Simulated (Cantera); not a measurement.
## Moist CO burnout

An isothermal, constant-pressure homogeneous reactor starts with 0.135 % CO, 3.09 % O2, 0.0425 % H2O, 96.6 % N2, 0.135 % H2, equivalence ratio 0.044, at 900 K and 3380 Torr.

Model: GRI-Mech 3.0 (53 species, 325 reactions), integrated in Cantera. The hydrogen kinetics of GRI-Mech 3.0 are dated; newer H2 mechanisms differ, most at raised pressure. Below about 950 K walls govern HO2 and H2O2 in real vessels.

```tsv
t (s)	x CO	x O2	x H2O	x H2O2	x H2
1.00e-5	0.00135	0.0309	0.000425	<1e-12	0.00135
3.88e-5	0.00135	0.0309	0.000425	<1e-12	0.00135
0.000151	0.00135	0.0309	0.000425	<1e-12	0.00135
0.000584	0.00135	0.0309	0.000425	<1e-12	0.00135
0.00227	0.00135	0.0309	0.000425	<1e-12	0.00135
0.00879	0.00135	0.0309	0.000425	2.07e-12	0.00135
0.0341	0.00135	0.0309	0.000425	2.69e-11	0.00135
0.132	0.00135	0.0309	0.000425	3.15e-10	0.00135
0.514	0.00135	0.0309	0.000425	1.57e-8	0.00135
1.99	0.00128	0.0308	0.000599	4.95e-6	0.00117
7.73	0.000833	0.0301	0.00153	8.52e-7	0.000248
30.0	0.000501	0.0299	0.00174	6.89e-8	3.78e-5
```
x: mole fraction; the columns are a selection and need not sum to one.

Equilibrium at this temperature and pressure: CO <1e-12, O2 0.0296, H2O 0.00178, H2O2 <1e-12, H2 <1e-12 (gas phase only).
